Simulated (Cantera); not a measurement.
Feed: 1 mol SiCl4, 12 mol NH3, 1.3 mol N2, held at 13300 Pa.

Method: chemical equilibrium by Gibbs-energy minimisation in Cantera with the NASA 1993 tables (ideal gas, pure condensed phases). Candidate condensed phases: NH4Cl, Si, Si3N4; 28 gas species. The tables' values for SiCl3 are old estimates; treat these amounts as uncertain. Rates play no part. All values below are at 1575 K.

Base state: H2 0.604, N2 0.251, HCl 0.141, SiCl2 0.00359, SiCl3 0.000374, SiCl4 0.000102, H 8.84e-5, SiHCl3 5.83e-5 (mole fractions); condensed: Si3N4(s).

Q: What changes in the equilibrium state with this change: pressure from 13300 Pa to 10.0 Pa?

A: 
```json
[
 {"species": "H2", "before": "0.604", "after": "0.617"},
 {"species": "N2", "before": "0.251", "after": "0.267"},
 {"species": "HCl", "before": "0.141", "after": "0.0782"},
 {"species": "SiCl2", "before": "0.00359", "after": "0.0336"},
 {"species": "Si", "before": "1.38e-8", "after": "0.000574"},
 {"species": "SiH", "before": "9.38e-9", "after": "1.08e-5"},
 {"species": "SiCl", "before": "3.64e-7", "after": "0.000227"},
 {"species": "SiCl4", "before": "0.000102", "after": "2.16e-7"},
 {"species": "Si3N4(s), mol", "before": "0.297", "after": "0"},
 {"species": "Si(s), mol", "before": "0", "after": "0.0559"}
]
```
The tables' values for SiCl, SiCl3 are old estimates; treat these amounts as uncertain.
